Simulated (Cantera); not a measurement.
Cantera run:

```python
import numpy as np
import cantera as ct

gas_names = """
    N NO NO2 NO3 N2 N2O O O2 O3 Pb PbO Pb2
""".split()
cond_names = """
    Pb(cr) Pb(L) PbO(rd) PbO(yw) PbO(L) PbO2(s) Pb3O4(s)
""".split()


# ... load() reads the species with a 1 bar reference pressure and builds the phases ...
atoms = {
    'PbO': {'Pb': 1, 'O': 1},
    'O2': {'O': 2},
    'N2': {'N': 2},
}
top_T = {'Pb3O4(s)': 820}  # K; cautious upper limits of use, not melting points


# ... equilibrate(T, P, feed) seeds the gas with the atoms and calls Mixture.equilibrate('TP', solver="vcs", rtol=1e-11, max_steps=5000) ...
results = []
feed = {'PbO': 1, 'O2': 0.047, 'N2': 34}  # mol
P = 12  # Pa
for T in [623, 723, 823, 923, 1023, 1123, 1223, 1323, 1423, 1523, 1623]:
    mix = equilibrate(T, P, feed)
    results.append((T, P, feed, dict(zip(mix.species_names, mix.species_moles))))

top = {s: max(r[3][s] / sum(r[3][g] for g in gas_names) for r in results) for s in gas_names}
cols = sorted((s for s in top if top[s] > 1e-05), key=lambda s: -top[s])[:8]
seen = [c for c in cond_names if any(r[3].get(c, 0) > 1e-12 for r in results)]
print("log10 of partial pressures in bar; condensed amounts in mol")
print(f"{'T/K':>10s}" + "".join(f"{s[:9]:>10s}" for s in cols + seen))
for T, P, feed, n in results:
    ng = sum(n[g] for g in gas_names)
    print(f"{T:10.4g}" + "".join(f"{np.log10(max(n[s] / ng * P / 1e5, 1e-99)):10.3f}" for s in cols)
          + "".join(f"{n.get(c, 0):10.4g}" for c in seen))
```

Result:

```
log10 of partial pressures in bar; condensed amounts in mol
       T/K        N2        Pb       PbO        O2        NO         O   PbO(rd)   PbO(yw)
       623    -3.921   -20.474   -15.394    -6.781   -12.353   -21.154         1         0
       723    -3.921   -15.736   -12.111    -6.781   -11.294   -18.239         1         0
       823    -3.921   -12.166    -9.644    -6.781   -10.492   -16.029         0    0.9999
       923    -3.921    -9.383    -7.725    -6.781    -9.863   -14.294         0    0.9945
      1023    -3.924    -7.192    -6.192    -6.707    -9.322   -12.860         0    0.7981
      1123    -3.935    -6.184    -5.559    -6.312    -8.715   -11.513         0         0
      1223    -3.936    -5.909    -5.663    -6.111    -8.267   -10.449         0         0
      1323    -3.937    -5.728    -5.816    -5.963    -7.898    -9.557         0         0
      1423    -3.938    -5.618    -6.009    -5.869    -7.598    -8.806         0         0
      1523    -3.939    -5.555    -6.224    -5.816    -7.351    -8.166         0         0
      1623    -3.940    -5.520    -6.444    -5.790    -7.145    -7.616         0         0
```

These are equilibrium values from Cantera (NASA tables, ideal gas, pure condensed phases), not measurements of a reactor.
